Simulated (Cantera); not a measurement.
**Thermodynamics of silicon nitride deposition, feed SiH2Cl2 + N2**

Input: 1 mol SiH2Cl2, 78 mol N2, equilibrated at 69.8 Torr.

Method: chemical equilibrium by Gibbs-energy minimisation in Cantera with the NASA 1993 tables (ideal gas, pure condensed phases). Candidate condensed phases: NH4Cl, Si, Si3N4; 28 gas species. N2 is the only nitrogen source here; it is nearly inert below about 1500 K, so the nitride shown seldom forms there in practice. The tables' values for SiCl, SiCl3, SiN are old estimates; treat these amounts as uncertain. Equilibrium is a limit: real reactors are often held back by kinetics, nucleation or transport.

From 475 °C to 1675 °C the condensed part is Si3N4(s). At 1825 °C the condensed part is Si(l). The main Si-bearing gas is SiCl4 at 475 °C and SiCl2 at 1825 °C. The share of Si in condensed phases is highest at 925 °C (88.7 %) and lowest at 1825 °C (10.1 %).

```tsv
T (°C)	log p N2	log p HCl	log p H2	log p SiCl2	log p SiCl4	log p Si	log p H	n Si3N4(s)	n Si(l)
475	-1.04	-2.81	-3.39	<-13	-3.69	<-13	<-13	0.276	0
625	-1.04	-2.78	-3.48	-9.92	-3.78	<-13	-11.70	0.286	0
775	-1.04	-2.75	-3.54	-7.60	-3.84	<-13	-9.88	0.292	0
925	-1.04	-2.74	-3.58	-5.88	-3.90	<-13	-8.51	0.296	0
1075	-1.04	-2.74	-3.60	-4.58	-4.02	-12.88	-7.43	0.292	0
1225	-1.04	-2.77	-3.50	-3.74	-4.47	-10.20	-6.51	0.259	0
1375	-1.04	-2.88	-3.29	-3.34	-5.42	-8.01	-5.70	0.194	0
1525	-1.04	-3.05	-3.14	-3.16	-6.49	-6.20	-5.03	0.129	0
1675	-1.04	-3.25	-3.06	-3.07	-7.52	-4.66	-4.48	0.0725	0
1825	-1.04	-3.25	-3.08	-3.08	-8.06	-3.88	-4.05	0	0.101
```
log p: log10 of the partial pressure in bar; n: condensed amount in mol.
